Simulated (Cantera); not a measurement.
Input: 1 mol Si, 3.3 mol F2, 0.32 mol H2, held at 1148.15 K and 0.00133 bar.

Equilibrium computed with Cantera from the NASA thermochemical tables; the gas is ideal and each condensed phase is pure. Candidate condensed phases: Si; 25 gas species. The numbers say what is thermodynamically allowed, not how fast it happens.

Base state: F 0.540, SiF4 0.279, HF 0.178, F2 0.00311 (mole fractions); condensed: gas only.

**Question.** What changes in the equilibrium state with this change: pressure from 0.00133 bar to 0.100 bar?

**Answer.** 
```csv
species,before,after
F,0.540,0.378
SiF4,0.279,0.310
HF,0.178,0.198
F2,0.00311,0.114
```
